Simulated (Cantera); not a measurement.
Feed: 1 mol SiC, 0.12 mol H2O, 950 mol N2, at 2.40e-5 bar.

Cantera equilibrium calculation (NASA polynomials, part measured and part estimated; ideal gas, pure solids and liquids). Candidate condensed phases: C, C6H6, C7H8, C8H18, H2O, Si, SiC, SiO2, Si2N2O, Si3N4; 151 gas species. N2 is the only nitrogen source here; it is nearly inert below about 1500 K, so the nitride shown seldom forms there in practice. Mutual solubility and eutectic melting of coexisting phases are not modelled. Equilibrium is a limit: real reactors are often held back by kinetics, nucleation or transport.

x: gas mole fraction; n: condensed amount in mol.

```csv
T (K),x N2,x Si,x H,x H2,x CO,n C(graphite),n SiC(s),n Si2N2O(s)
1098,1.000,<1e-12,5.67e-8,0.000126,1.17e-5,0.206,0.782,0.109
1198,1.000,[?],[?],0.000126,[?],0,0.920,[?]
1298,1.000,[?],[?],0.000125,[?],0,0.930,[?]
1398,1.000,4.24e-6,1.06e-5,0.000121,6.52e-5,0,0.938,0
1498,1.000,4.66e-5,3.64e-5,0.000108,8.63e-5,0,0.917,0
1598,1.000,0.000125,9.47e-5,7.60e-5,0.000123,0,0.877,0
1698,0.999,0.000402,0.000167,3.21e-5,0.000126,0.242,0.609,0
1798,0.999,0.00103,0.000215,8.98e-6,0.000126,0.824,0,0
1898,0.999,0.00102,0.000233,2.14e-6,0.000126,0.788,0,0
```

### Question
Complete the blanks.

### Answer

- 1198, x Si: 3.68e-10
- 1198, x H: 4.36e-7
- 1198, x CO: 8.39e-5
- 1198, n Si2N2O(s): 0.0397
- 1298, x Si: 1.23e-7
- 1298, x H: 2.45e-6
- 1298, x CO: 7.32e-5
- 1298, n Si2N2O(s): 0.0191
